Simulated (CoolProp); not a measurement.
Vapour-liquid equilibrium of n-butane (1) + trans-2-butene (2) at 68.05 °C; x and y are mole fractions of (1).

Computed with CoolProp (multi-fluid Helmholtz-energy mixture model, Bücker 2006 and Lemmon 2005; pair parameters Bell 2016).

```
x     bubble pressure (MPa)  y at the bubble point  dew pressure at overall composition x (MPa)  liquid density (mol/L)
----  ---------------------  ---------------------  -------------------------------------------  ----------------------
0.05                 0.7602                  0.053                                       0.7600                   9.622
0.2                  0.7679                  0.207                                       0.7676                   9.495
0.35                 0.7728                  0.356                                       0.7726                   9.375
0.5                  0.7755                  0.503                                       0.7755                   9.261
0.65                 0.7764                  0.650                                       0.7764                   9.151
0.8                  0.7758                  0.799                                       0.7758                   9.046
0.95                 0.7741                  0.949                                       0.7741                   8.945
```

y crosses x between x = 0.65 and 0.8: the model has an azeotrope there.

Pair parameters are fitted to limited data, so mixtures are less certain than the pure fluids.
